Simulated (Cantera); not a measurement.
## Abatement and gas-phase synthesis: CS₂ + SO₂ + O₂

Charge: 1 mol CS₂, 0.0066 mol SO₂, 0.4 mol O₂, equilibrated at 150 bar.

Equilibrium computed with Cantera from the NASA thermochemical tables; the gas is ideal and each condensed phase is pure. Candidate condensed phases: C, S; 22 gas species. The ideal-gas law is rough above about 30 bar. Gases not in the tables: S₃ to S₇. Kinetics and transport are ignored.

```tsv
T (K)	log p CO₂	log p COS	log p S₂	log p CS₂	log p CO	log p S₈	log p S₂O	n C(graphite)	n S(l)
848	1.98	1.66	-0.25	0.73	0.31	-0.15	-3.42	0.493	1.79
948	1.70	1.84	0.43	1.35	0.73	0.04	-2.79	0.315	1.41
1048	1.32	1.80	0.97	1.67	0.90	0.14	-2.29	0	0.662
1148	1.24	1.74	1.41	1.61	1.01	0.20	-1.61	0	0.382
1248	1.14	1.64	1.66	1.52	1.11	-0.19	-1.21	0	0
1348	1.06	1.58	1.70	1.48	1.30	-1.22	-1.14	0	0
1448	0.95	1.51	1.73	1.43	1.45	-2.13	-1.11	0	0
```
log p: log10 of the partial pressure in bar; n: condensed amount in mol.

From 848 K to 948 K the condensed part is C(graphite) + S(l). From 1048 K to 1148 K the condensed part is S(l). From 1248 K to 1448 K nothing is condensed. The main C-bearing gas is CO₂ at 848 K and COS at 1448 K.
